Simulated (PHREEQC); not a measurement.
A made-up water analysis in mmol/kgw, 20 °C, pH 7.13, pe 12.9: Na 1.44; K 0.00275; Ca 1.13; Mg 0.328; Cl 0.355; S(6) 0.507; Alkalinity (meq/kgw) 3.17; Pb 0.00875; N(5) 0.088.

Cl is adjusted to close the charge balance.
Valence states are taken as typed.

All values are PHREEQC results (ion-association model, phreeqc.dat), not measurements.

No solid was allowed to form.

**Question.** Order these S species by the share of S that they hold, largest first: NaSO4-, MgSO4, SO4-2, CaSO4.

**Answer.** SO4-2 (88 %), CaSO4 (8.4 %), MgSO4 (2.9 %), NaSO4- (0.45 %)

**Question.** Order these Pb species by the share of Pb that they hold, largest first: PbSO4, Pb+2, PbHCO3+, PbOH+, PbCO3.

**Answer.** PbCO3 (86 %), PbHCO3+ (7.5 %), Pb+2 (4.2 %), PbOH+ (0.87 %), PbSO4 (0.56 %)

The pH is 7.13 and the ionic strength 0.00601 mol/kgw. The solution is supersaturated, for example in Cerussite, so a real one may precipitate; this is no full list.
